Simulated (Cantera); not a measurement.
Feed: 1 mol C2F6, 0.21 mol F2, held at 55.0 mbar.

Cantera equilibrium calculation (NASA polynomials, part measured and part estimated; ideal gas, pure solids and liquids). Candidate condensed phases: C; 13 gas species. The feed counts by its element totals alone. Gases not in the tables: C2F6 and larger saturated fluorocarbons. Equilibrium is a limit: real reactors are often held back by kinetics, nucleation or transport.

Problem. What share of the C ends up in condensed phases as a function of T (°C), at 1200, 1350, 1500, 1650, 1800, 1950, 2100, 2250, 2400, 2550, 2700, 2850?

Solution. 
```
T (°C)  C condensed (%)           as
------  ---------------  -----------
1200               19.7  C(graphite)
1350               19.7  C(graphite)
1500               19.5  C(graphite)
1650               18.8  C(graphite)
1800               16.5  C(graphite)
1950               10.8  C(graphite)
2100                0.0            -
2250                0.0            -
2400                0.0            -
2550                8.6  C(graphite)
2700               21.7  C(graphite)
2850               14.5  C(graphite)
```
